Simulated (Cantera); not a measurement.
A Cantera script and what it prints.

```python
import numpy as np
import cantera as ct

gas_names = [...]  # 113 gases of nasa_gas.yaml made of C, Cu, H, O
cond_names = """
    C(gr) C6H6(L) C7H8(L) C8H18(L),n-octa Cu(cr) Cu(L) CuO(s) CuO2H2(s) Cu2O(s) Cu2O(L) H2O(s) H2O(L)
""".split()


# ... load() reads the species with a 1 bar reference pressure and builds the phases ...
atoms = {
    'Cu2O': {'Cu': 2, 'O': 1},
    'CO': {'C': 1, 'O': 1},
    'CH4': {'C': 1, 'H': 4},
}
top_T = {'C(gr)': 4500, 'CuO(s)': 1390}  # K; cautious upper limits of use, not melting points


# ... equilibrate(T, P, feed) seeds the gas with the atoms and calls Mixture.equilibrate('TP', solver="vcs", rtol=1e-11, max_steps=5000) ...
results = []
feed = {'Cu2O': 1, 'CO': 11, 'CH4': 5}  # mol
P = 101325  # Pa
for T in [2023, 2073, 2123, 2173, 2223, 2273, 2323, 2373, 2423, 2473, 2523]:
    mix = equilibrate(T, P, feed)
    results.append((T, P, feed, dict(zip(mix.species_names, mix.species_moles))))

top = {s: max(r[3][s] / sum(r[3][g] for g in gas_names) for r in results) for s in gas_names}
cols = sorted((s for s in top if top[s] > 0.0001), key=lambda s: -top[s])[:8]
seen = [c for c in cond_names if any(r[3].get(c, 0) > 1e-12 for r in results)]
print("log10 of partial pressures in bar; condensed amounts in mol")
print(f"{'T/K':>10s}" + "".join(f"{s[:9]:>10s}" for s in cols + seen))
for T, P, feed, n in results:
    ng = sum(n[g] for g in gas_names)
    print(f"{T:10.4g}" + "".join(f"{np.log10(max(n[s] / ng * P / 1e5, 1e-99)):10.3f}" for s in cols)
          + "".join(f"{n.get(c, 0):10.4g}" for c in seen))
```

Output:

```
log10 of partial pressures in bar; condensed amounts in mol
       T/K        CO        H2        Cu         H C2H2,acet       Cu2     C(gr)     Cu(L)
      2023    -0.260    -0.340    -2.274    -2.892    -3.389    -4.624     3.981     1.883
      2073    -0.261    -0.342    -2.082    -2.751    -3.254    -4.362     3.974     1.817
      2123    -0.264    -0.345    -1.899    -2.618    -3.126    -4.113     3.966     1.719
      2173    -0.266    -0.348    -1.725    -2.491    -3.004    -3.876     3.955     1.577
      2223    -0.271    -0.353    -1.559    -2.370    -2.890    -3.650     3.941     1.373
      2273    -0.276    -0.360    -1.401    -2.256    -2.784    -3.435     3.924     1.083
      2323    -0.284    -0.369    -1.249    -2.148    -2.684    -3.230     3.903     0.673
      2373    -0.295    -0.382    -1.105    -2.046    -2.593    -3.035     3.877   0.09657
      2423    -0.297    -0.386    -1.084    -1.944    -2.497    -3.083     3.846         0
      2473    -0.298    -0.389    -1.083    -1.846    -2.405    -3.168     3.809         0
      2523    -0.299    -0.393    -1.083    -1.752    -2.317    -3.250     3.765         0
```

Method: chemical equilibrium by Gibbs-energy minimisation in Cantera with the NASA 1993 tables (ideal gas, pure condensed phases).
